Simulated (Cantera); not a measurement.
Charge: 1 mol Cr2O3, 1.4 mol H2, 8.3 mol H2O, at 1677 °C and 0.110 bar.

These are equilibrium values from Cantera (NASA tables, ideal gas, pure condensed phases), not measurements of a reactor. Candidate condensed phases: Cr, Cr2O3, H2O; 13 gas species. Kinetics and transport are ignored.

Base state: H2O 0.854, H2 0.144, H 0.00131, OH 0.000707, O2 1.23e-5 (mole fractions); condensed: Cr2O3(s).

Question: What changes in the equilibrium state with this change: pressure from 0.110 bar to 10.0 mbar?

Answer: 
| species | before | after |
|---|---|---|
| H2O | 0.854 | 0.850 |
| H2 | 0.144 | 0.143 |
| H | 0.00131 | 0.00434 |
| OH | 0.000707 | 0.00234 |
| CrO2 | 4.51e-6 | 4.97e-5 |
| O2 | 1.23e-5 | 0.000135 |
| O | 4.77e-6 | 5.25e-5 |
| CrO | 2.08e-6 | 2.29e-5 |
| Cr2O3(s), mol | 1.000 | 1.000 |

Question: What changes in the equilibrium state with this change: pressure from 0.110 bar to 3.80 mbar?

Answer: 
```json
[
 {"species": "H2O", "before": "0.854", "after": "0.846"},
 {"species": "H2", "before": "0.144", "after": "0.143"},
 {"species": "H", "before": "0.00131", "after": "0.00702"},
 {"species": "OH", "before": "0.000707", "after": "0.00378"},
 {"species": "CrO2", "before": "4.51e-6", "after": "0.000131"},
 {"species": "Cr", "before": "5.49e-7", "after": "1.59e-5"},
 {"species": "CrO", "before": "2.08e-6", "after": "6.02e-5"},
 {"species": "O", "before": "4.77e-6", "after": "0.000138"},
 {"species": "O2", "before": "1.23e-5", "after": "0.000355"},
 {"species": "Cr2O3(s), mol", "before": "1.000", "after": "0.999"}
]
```

Question: What changes in the equilibrium state with this change: temperature from 1677 °C to 1175 °C?

Answer: 
```csv
species,before,after
H2O,0.854,0.856
H2,0.144,0.144
H,0.00131,1.06e-5
OH,0.000707,1.49e-6
O2,1.23e-5,<1e-9
"Cr2O3(s), mol",1.000,1.00
```
